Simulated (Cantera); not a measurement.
Charge: 1 mol SiCl4, 0.22 mol C2H4, 14 mol H2, at 1127 °C and 0.0190 bar.

Method: chemical equilibrium by Gibbs-energy minimisation in Cantera with the NASA 1993 tables (ideal gas, pure condensed phases). Candidate condensed phases: C, C6H6, C7H8, C8H18, Si, SiC; 109 gas species. The tables' values for SiCl3 are old estimates; treat these amounts as uncertain. Equilibrium is a limit: real reactors are often held back by kinetics, nucleation or transport.

Base state: H2 0.798, HCl 0.168, SiCl2 0.0280, SiCl3 0.00360, SiCl4 0.00197, SiHCl3 0.000662, SiH2Cl2 3.35e-5, H 3.15e-5 (mole fractions); condensed: SiC(s).

Q: What changes in the equilibrium state with this change: C2H4 from 0.22 to 0.54 mol?

A: 
```json
[
 {"species": "H2", "before": "0.798", "after": "0.767"},
 {"species": "HCl", "before": "0.168", "after": "0.231"},
 {"species": "SiCl2", "before": "0.0280", "after": "0.000985"},
 {"species": "CH4", "before": "9.33e-7", "after": "4.83e-5"},
 {"species": "SiH2Cl2", "before": "3.35e-5", "after": "1.14e-6"},
 {"species": "SiHCl3", "before": "0.000662", "after": "3.21e-5"},
 {"species": "SiC(s), mol", "before": "0.440", "after": "0.977"},
 {"species": "C(graphite), mol", "before": "0", "after": "0.102"}
]
```
